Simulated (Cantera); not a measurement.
Input: 1 mol MgO, 0.83 mol O2, 0.4 mol CO2, equilibrated at 1100000 Pa.

These are equilibrium values from Cantera (NASA tables, ideal gas, pure condensed phases), not measurements of a reactor. Candidate condensed phases: C, Mg, MgCO3, MgO; 15 gas species. Kinetics and transport are ignored.

Which condensed phases are stable at each of these points (T (K)): 675, 775, 875, 975, 1075, 1175, 1275, 1375, 1475?


| T (K) | condensed phases | Mg condensed (%) |
|---|---|---|
| 675 | MgCO3(s) + MgO(s) | 100.0 |
| 775 | MgO(s) | 100.0 |
| 875 | MgO(s) | 100.0 |
| 975 | MgO(s) | 100.0 |
| 1075 | MgO(s) | 100.0 |
| 1175 | MgO(s) | 100.0 |
| 1275 | MgO(s) | 100.0 |
| 1375 | MgO(s) | 100.0 |
| 1475 | MgO(s) | 100.0 |

At 675 K the condensed part is MgCO3(s) + MgO(s). From 775 K to 1475 K the condensed part is MgO(s).
